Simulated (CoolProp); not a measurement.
Properties of R142b along the isotherm 342.3 K.

Values from CoolProp's reference Helmholtz-energy equation of state, Lemmon 2006. It is a short technical equation, of lower accuracy than the large ones.

```tsv
p (kPa)	phase	cv (kJ/(kg K))	Joule-Thomson coefficient (K/MPa)	isothermal compressibility (1/MPa)	expansivity (1/kK)	conductivity (mW/(m K))
845	gas	0.8834	20.40	1.436	5.150	14.9
1690	liquid	0.9391	0.09942	0.007345	3.343	67.2
2530	liquid	0.9382	0.06573	0.006865	3.199	67.9
3380	liquid	0.9374	0.03561	0.006447	3.071	68.6
4220	liquid	0.9367	0.009076	0.006086	2.960	69.2
5070	liquid	0.9360	-0.01506	0.005764	2.858	69.8
5910	liquid	0.9355	-0.03664	0.005481	2.768	70.5
6760	liquid	0.9351	-0.05653	0.005225	2.686	71.1
7600	liquid	0.9347	-0.07451	0.004997	2.611	71.6
8450	liquid	0.9344	-0.09124	0.004787	2.542	72.2
9290	liquid	0.9341	-0.1065	0.004599	2.478	72.8
10100	liquid	0.9339	-0.1202	0.004432	2.422	73.3
```

Thermal conductivity comes from a separate model (Huber 2003), an estimate that may be off by 10 % or more.
